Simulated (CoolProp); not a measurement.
Ammonia along the isobar 53.7 MPa: Z from the reference equation and from simpler models built on Tc = 132.4 °C, pc = 11.36 MPa, ω = 0.256; each cubic takes its own stable root.

Model: reference Helmholtz-energy equation of state, Gao 2020, in CoolProp.

```tsv
T (°C)	phase	reference
78.35	liquid	0.5410
90.85	liquid	0.5371
103.25	liquid	0.5347
115.65	liquid	0.5339
128.05	liquid	0.5346
140.45	supercritical	0.5370
152.85	supercritical	0.5411
165.35	supercritical	0.5472
177.75	supercritical	0.5553
190.15	supercritical	0.5655
202.55	supercritical	0.5780
214.95	supercritical	0.5927
227.35	supercritical	0.6095
```

Task: How far does each simpler model (Redlich-Kwong, Soave-Redlich-Kwong) lie from the reference over these 13 states: mean and median of the absolute difference, and the worst?

Result: 
- Redlich-Kwong: mean 24.3 %, median 25.4 %, worst +27.4 % at 78.35 °C and 53.7 MPa
- Soave-Redlich-Kwong: mean 26.5 %, median 26.7 %, worst +27.5 % at 190.15 °C and 53.7 MPa
